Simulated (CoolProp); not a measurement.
The fluid at 189.75 K and 0.0341 MPa flows at 0.099 m/s in a round tube of 10 mm bore and 1.5 µm roughness, fully developed (64/Re and Nu = 3.66 if laminar; Colebrook and Gnielinski if turbulent). The same conditions are run with several fluids, on thermodynamics alone (safety and materials aside).

Values from CoolProp's reference Helmholtz-energy equation of state of each fluid (C2F6 (R116): Lemmon 2006; nitrogen: Span 2000; dry air: Lemmon 2000; CF4 (R14): Platzer 1990; ethane: Bücker 2006). The equations of Platzer and Polt are older, rougher fits. Blends and air are pseudo-pure fits.

| fluid | Reynolds number | Darcy friction factor | pressure drop (Pa/m) | heat-transfer coefficient (W/(m² K)) | mass flow (kg/h) |
|---|---|---|---|---|---|
| C2F6 (R116) | 336 | 0.190 | 0.283 | 2.60 | 0.0849 |
| nitrogen | 48.6 | 1.32 | 0.391 | 6.37 | 0.0170 |
| dry air | 48.7 | 1.31 | 0.404 | 6.44 | 0.0175 |
| CF4 (R14) | 167 | 0.382 | 0.358 | 2.91 | 0.0535 |
| ethane | 108 | 0.595 | 0.191 | 3.56 | 0.0184 |

Transport values come from each fluid's own correlations; those of C2F6 (R116), CF4 (R14) are estimates that may be off by 10 % or more.
